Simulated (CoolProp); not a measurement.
Values from CoolProp's reference Helmholtz-energy equation of state, Lemmon 2006. It is a short technical equation, of lower accuracy than the large ones.

### Question
For acetone, give the phase and the density (kg/m³), cv (kJ/(kg K)), speed of sound (m/s), Joule-Thomson coefficient (K/MPa) at 277.8 K and 0.459 MPa; 287.3 K and 0.459 MPa; 306.2 K and 0.459 MPa.

### Answer
- 277.8 K and 0.459 MPa: liquid; density 807, cv 1.52, speed of sound 1260, Joule-Thomson coefficient -0.370
- 287.3 K and 0.459 MPa: liquid; density 797, cv 1.53, speed of sound 1220, Joule-Thomson coefficient -0.358
- 306.2 K and 0.459 MPa: liquid; density 776, cv 1.56, speed of sound 1130, Joule-Thomson coefficient -0.330
